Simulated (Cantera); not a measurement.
An adiabatic, constant-pressure homogeneous reactor starts with CH3OH : O2 : N2 = 1 : 1.9 : 7.14 (molar parts), equivalence ratio 0.79, at 973 K and 0.987 atm. Integrator tolerance rtol = 1e-08.

Model: GRI-Mech 3.0 (53 species, 325 reactions), integrated in Cantera. GRI-Mech 3.0 was tuned for natural gas; its chemistry of methanol as a main component is partial and can be far from experiment. Below about 1000 K GRI-Mech 3.0 lacks low-temperature oxidation paths.

Problem. What does this change do: initial temperature 973 to 1523 K?

Solution. 
| quantity | before | after |
|---|---|---|
| temperature at 0.600 s | 973 K | 2652 K |
| equilibrium temperature | 2406 K | 2652 K |
| x(CH3OH) at 0.600 s | 0.0996 (gas-phase equilibrium <1e-12) | <1e-12 (gas-phase equilibrium <1e-12) |
| x(O2) at 0.600 s | 0.189 (gas-phase equilibrium 0.0374) | 0.0418 (gas-phase equilibrium 0.0418) |
| x(N2O) at 0.600 s | 3.91e-11 (gas-phase equilibrium 3.85e-7) | 6.10e-7 (gas-phase equilibrium 6.10e-7) |
| x(H2O) at 0.600 s | 1.32e-5 (gas-phase equilibrium 0.179) | 0.163 (gas-phase equilibrium 0.163) |
| x(OH) at 0.600 s | 1.64e-11 (gas-phase equilibrium 0.00929) | 0.0193 (gas-phase equilibrium 0.0193) |
| x(CO2) at 0.600 s | 7.24e-8 (gas-phase equilibrium 0.0843) | 0.0664 (gas-phase equilibrium 0.0664) |
| time of steepest temperature rise | not reached | 0.203 ms |
